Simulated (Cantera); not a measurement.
An adiabatic, constant-volume homogeneous reactor starts with CH4 : C2H6 : O2 : N2 = 1 : 0.19 : 4.1 : 15.4 (molar parts), equivalence ratio 0.65, at 1275 K and 12.0 bar.

Model: GRI-Mech 3.0 (53 species, 325 reactions), integrated in Cantera. The pressure lies above the range GRI-Mech 3.0 was tuned for (to about 10 atm).

### Question
Predict: time of steepest temperature rise; temperature at 4.00 s; equilibrium temperature; x(O2) at 4.00 s; x(H2O2) at 4.00 s.

### Answer
```json
{
 "time_of_steepest_temperature_rise": "0.263 ms",
 "temperature at 4.00 s": "2748 K",
 "equilibrium_temperature": "2748 K",
 "x(O2) at 4.00 s": "0.0599 (gas-phase equilibrium 0.0599)",
 "x(H2O2) at 4.00 s": "1.66e-6 (gas-phase equilibrium 1.66e-6)"
}
```
